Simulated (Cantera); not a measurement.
A Cantera script and what it prints.

```python
import numpy as np
import cantera as ct

gas_names = """
    H2O B2O2 OH H2
""".split()
cond_names = """
    B(b) B(L)
""".split()


# ... load() reads the species with a 1 bar reference pressure and builds the phases ...
species = {s.name: s for s in load("nasa_gas.yaml", gas_names) + load("nasa_condensed.yaml", cond_names)}
# Each term lists the table entries of one substance; the one whose range holds T is used.
reactions = {
    '2 H2O(g) + B2O2(g) = 2 B + 4 OH(g)':
        [(-2, ['H2O']), (-1, ['B2O2']), (2, ['B(b)', 'B(L)']), (4, ['OH'])],
    '2 B + 2 OH(g) = B2O2(g) + H2(g)':
        [(-2, ['B(b)', 'B(L)']), (-2, ['OH']), (1, ['B2O2']), (1, ['H2'])],
}


def pick(names, T):
    return next(species[n] for n in names if species[n].thermo.min_temp <= T <= species[n].thermo.max_temp)


results = []
for label, terms in reactions.items():
    print(label)
    print("     T/K   dH/kJ  dS/(J/K)   dG/kJ   log10 K")
    for T in [300, 500, 550, 600, 650, 700]:
        used = [(nu, pick(names, T)) for nu, names in terms]
        dH = sum(nu * s.thermo.h(T) for nu, s in used) / 1e6
        dS = sum(nu * s.thermo.s(T) for nu, s in used) / 1e3
        dG = dH - T * dS / 1e3
        logK = -dG * 1e6 / (ct.gas_constant * T * np.log(10))
        results.append((label, T, dH, dS, dG, logK, [s.name for _, s in used]))
        print(f"{T:8g} {dH:8.1f} {dS:8.1f} {dG:8.1f} {logK:8.2f}")
```

It prints:

```
2 H2O(g) + B2O2(g) = 2 B + 4 OH(g)
     T/K   dH/kJ  dS/(J/K)   dG/kJ   log10 K
     300   1097.1    126.4   1059.2  -184.41
     500   1100.7    135.7   1032.9  -107.90
     550   1101.6    137.4   1026.1   -97.44
     600   1102.5    138.9   1019.1   -88.72
     650   1103.3    140.3   1012.2   -81.34
     700   1104.2    141.5   1005.1   -75.00
2 B + 2 OH(g) = B2O2(g) + H2(g)
     T/K   dH/kJ  dS/(J/K)   dG/kJ   log10 K
     300   -534.7     -5.8   -533.0    92.80
     500   -534.4     -4.9   -532.0    55.57
     550   -534.4     -4.9   -531.7    50.50
     600   -534.5     -5.0   -531.5    46.27
     650   -534.6     -5.2   -531.2    42.69
     700   -534.7     -5.3   -530.9    39.62
```

Source: NASA polynomial tables (part measured, part estimated), evaluated in Cantera. Condensed species are held in their standard states even where they would react or evaporate.
